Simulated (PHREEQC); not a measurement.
Solution (85 °C): 0.00044 mol/kgw Ca(HCO3)2 and 0.00053 mol/kgw CO2. Closed to the air; pH follows from the charge balance.

Computed with PHREEQC (ion-association model, phreeqc.dat).

Precipitation was switched off in this run.

**Question.** Predict the pH, specific conductance.

**Answer.** pH 6.55; specific conductance 230 µS/cm.

**Question.** In which forms is C present?

**Answer.** HCO3- 62 %, CO2 38 % of the C.

Away from 25 °C the constants follow the database's enthalpies or fits; those with neither stay at their 25 °C values.
